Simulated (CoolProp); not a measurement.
Saturated liquid density (kg/m³) of R22: the reference equation beside estimates from Tc = 96.1 °C, pc = 49.90 bar, ω = 0.221. Rackett uses Z = 0.29056 − 0.08775 ω.

Values from CoolProp's reference Helmholtz-energy equation of state, Kamei 1995.

```tsv
T (°C)	reference	Rackett	van der Waals	Redlich-Kwong	Soave-Redlich-Kwong
-67.85	1485	1459	891.4	1318	1346
-59.35	1462	1436	878.5	1296	1326
-50.75	1438	1413	864.9	1273	1305
-42.25	1413	1389	851.0	1249	1283
-33.65	1388	1364	836.4	1223	1260
-25.05	1362	1339	821.3	1197	1235
-16.55	1336	1313	805.7	1169	1209
-7.95	1308	1286	789.2	1140	1181
```

Absolute difference from the reference over all 8 rows, mean and median: Rackett 1.7 and 1.7 %, van der Waals 39.8 and 39.8 %, Redlich-Kwong 11.9 and 11.7 %, Soave-Redlich-Kwong 9.4 and 9.3 %.
